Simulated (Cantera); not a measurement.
An adiabatic, constant-pressure homogeneous reactor starts with 9.16 % C3H8, 19.0 % O2, 71.7 % N2, 0.110 % H2O, equivalence ratio 2.4, at 1650 K and 5.00 bar.

Model: GRI-Mech 3.0 (53 species, 325 reactions), integrated in Cantera. GRI-Mech 3.0 was tuned for natural gas; its chemistry of propane as a main component is partial and can be far from experiment.

x: mole fraction; the columns are a selection and need not sum to one.

```
t (s)     T (K)    x C3H8     x O2    x CO2      x NO     x HCN     x CH3
--------  -----  --------  -------  -------  --------  --------  --------
8.00e-6    1782    0.0113    0.120  0.00123   1.01e-8   2.93e-8   0.00515
1.86e-5    2577  5.81e-10        ?   0.0154         ?         ?         ?
4.33e-5    2564  1.40e-10  1.91e-6   0.0143   8.79e-5  0.000320  0.000854
0.000101   2550  1.17e-11  1.28e-6   0.0116  0.000172  0.000407  0.000370
0.000234   2541    <1e-12  1.09e-6   0.0104  0.000313  0.000282   3.68e-5
0.000544   2538    <1e-12  1.19e-6   0.0103  0.000326   5.22e-5   2.37e-8
0.00126    2539    <1e-12  1.21e-6   0.0104  0.000167   7.31e-6   1.01e-9
0.00294    2540    <1e-12  1.22e-6   0.0104   7.96e-5   3.14e-6  8.35e-10
0.00684    2540    <1e-12  1.23e-6   0.0104   5.23e-5   2.02e-6  8.08e-10
0.0159     2540    <1e-12  1.23e-6   0.0104   4.89e-5   1.88e-6  8.05e-10
0.0370     2540    <1e-12  1.23e-6   0.0104   4.89e-5   1.88e-6  8.05e-10
0.0860     2540    <1e-12  1.23e-6   0.0104   4.89e-5   1.88e-6  8.05e-10
0.200      2540    <1e-12  1.23e-6   0.0104   4.89e-5   1.88e-6  8.05e-10
```

Q: Fill in the missing entries.

A: 
- 1.86e-5, x O2: 4.83e-5
- 1.86e-5, x NO: 3.74e-5
- 1.86e-5, x HCN: 0.000195
- 1.86e-5, x CH3: 0.00139
